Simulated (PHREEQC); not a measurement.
A solution holds 0.052 mol/kgw RbOH and 0.00075 mol/kgw KF, at 12 °C. Closed to the air; pH follows from the charge balance.

Computed with PHREEQC (ion-association model, wateq4f.dat).

Precipitation was switched off in this run.

Task: Estimate the pH.

Result: pH 13.08.

Species that the database lacks are ignored. At this temperature some constants are extrapolated from 25 °C, and those without enthalpy data are left unchanged.
